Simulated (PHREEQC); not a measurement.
Dissolve 1.2 mmol/kgw CaSO4 and 0.62 mmol/kgw CO2 at 65 °C. Closed to the air; pH follows from the charge balance.

All values are PHREEQC results (Pitzer model, pitzer.dat), not measurements.

Precipitation was switched off in this run.

Task: Predict the pH, specific conductance, osmotic coefficient.

Result: pH 4.80; specific conductance 630 µS/cm; osmotic coefficient 0.886.

Task: In which forms is C present?

Result: CO2 97 %, HCO3- 3.4 % of the C.

Constants without temperature data keep their 25 °C values here.
